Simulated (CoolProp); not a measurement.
Vapour-liquid equilibrium of CH2F2 (R32) (1) + fluoroethane (R161) (2) at 2240 kPa; x and y are mole fractions of (1).

Model: multi-fluid Helmholtz-energy mixture model, Tillner-Roth 1997 and Wu 2012; pair parameters Bell 2016, in CoolProp.

| x | bubble temperature, mixture model (K) | bubble temperature, Raoult's law (K) | y, mixture model | y, Raoult's law |
|---|---|---|---|---|
| 0.05 | 332.6 | 332.8 | 0.076 | 0.087 |
| 0.15 | 329.0 | 329.4 | 0.213 | 0.242 |
| 0.25 | 325.8 | 326.3 | 0.335 | 0.377 |
| 0.35 | 322.9 | 323.4 | 0.444 | 0.494 |
| 0.45 | 320.3 | 320.8 | 0.545 | 0.597 |
| 0.55 | 318.0 | 318.3 | 0.638 | 0.689 |
| 0.65 | 315.8 | 316.0 | 0.726 | 0.771 |
| 0.75 | 313.7 | 313.9 | 0.809 | 0.845 |
| 0.85 | 311.8 | 311.9 | 0.888 | 0.911 |
| 0.95 | 309.9 | 310.0 | 0.964 | 0.972 |

The largest gap from Raoult's law is -0.5 K in bubble temperature, at x = 0.35. No azeotrope shows between x = 0.05 and 0.95.

Pair parameters are fitted to limited data, so mixtures are less certain than the pure fluids.
